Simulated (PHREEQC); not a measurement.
A solution holds 0.016 mol HNO3 and 0.0014 mol CaCl2 per kg of water, at 25 °C. It is in equilibrium with CO2 at log p = -2 (atm). Otherwise closed; pH follows from the charge balance.

The numbers come from PHREEQC with the ion-association model, wateq4f.dat.

Q: The ionic strength comes out as 0.0202 mol/kgw. What activity coefficients do NO3-, Cl-, Ca+2, H+ get?

A: NO3- 0.86, Cl- 0.87, Ca+2 0.59, H+ 0.89.

Precipitation was switched off in this run. Species that the database lacks are ignored.
